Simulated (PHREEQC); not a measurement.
## Silver or lead bath: speciation

Solution (35 °C): 0.00012 mol PbCl2 and 0.0008 mol HNO3 per kg of water. Closed to the air; pH follows from the charge balance.

All values are PHREEQC results (ion-association model, phreeqc.dat), not measurements.

This is a speciation only: nothing precipitates in the calculation.

Question: What pH does the model give?

Answer: pH 3.11.

Question: In which forms is Pb present?

Answer: Pb+2 98 %, PbCl+ 1.0 %, PbNO3+ 1.0 % of the Pb.
